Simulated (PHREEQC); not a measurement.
Dissolve 0.06 mol HF, 0.00035 mol KF and 0.0042 mol H3PO4 per kg of water at 5 °C. Closed to the air; pH follows from the charge balance.

Equilibrium calculation in PHREEQC: ion-association model, phreeqc.dat.

This is a speciation only: nothing precipitates in the calculation.

Order these F species by the share of F that they hold, largest first: HF2-, F-, HF.

HF (86 %), F- (11 %), HF2- (3.4 %)

The pH is 2.07 and the ionic strength 0.00963 mol/kgw. Complexes and solids missing from the database can't appear. Constants without temperature data keep their 25 °C values here.
